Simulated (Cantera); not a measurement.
An isothermal, constant-pressure homogeneous reactor starts with 0.990 % H2, 99.0 % O2, equivalence ratio 0.0050, at 1350 K and 2670 Pa.

Model: the H2/O2 subset of GRI-Mech 3.0, which has no nitrogen chemistry, integrated in Cantera. Radical loss at walls, strong at low pressure, is not modelled.

One state of this run: x H2 = 3.13e-5; x O2 = 0.983; x O = 0.00675; x OH = 0.00104; x H = 0.000212; x H2O2 = 2.24e-8. x: mole fraction; the columns are a selection and need not sum to one.

Q: Which value of t (s) does it belong to?
A. 0.188
B. 70.0
C. 0.00973
D. 0.0261

A: D, 0.0261
